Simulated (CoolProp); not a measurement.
Fluorine along the isotherm 163.1 K: Z from the reference equation and from simpler models built on Tc = 144.4 K, pc = 5.240 MPa, ω = 0.045; each cubic takes its own stable root.

Model: reference Helmholtz-energy equation of state, de Reuck 1990, in CoolProp.

```csv
p (MPa),phase,reference
2,gas,0.9082
4,gas,0.8031
6,supercritical,0.6825
8,supercritical,0.5450
10,supercritical,0.4533
12,supercritical,0.4461
14,supercritical,0.4701
16,supercritical,0.5037
18,supercritical,0.5409
20,supercritical,0.5797
```

How far does each simpler model (van der Waals, Redlich-Kwong, Soave-Redlich-Kwong, Peng-Robinson) lie from the reference over these 10 states: mean and median of the absolute difference, and the worst?


- van der Waals: mean 10.8 %, median 10.8 %, worst +21.6 % at 163.1 K and 20 MPa
- Redlich-Kwong: mean 3.5 %, median 4.2 %, worst +6.8 % at 163.1 K and 12 MPa
- Soave-Redlich-Kwong: mean 4.5 %, median 5.1 %, worst +8.7 % at 163.1 K and 12 MPa
- Peng-Robinson: mean 2.5 %, median 2.8 %, worst -4.8 % at 163.1 K and 20 MPa
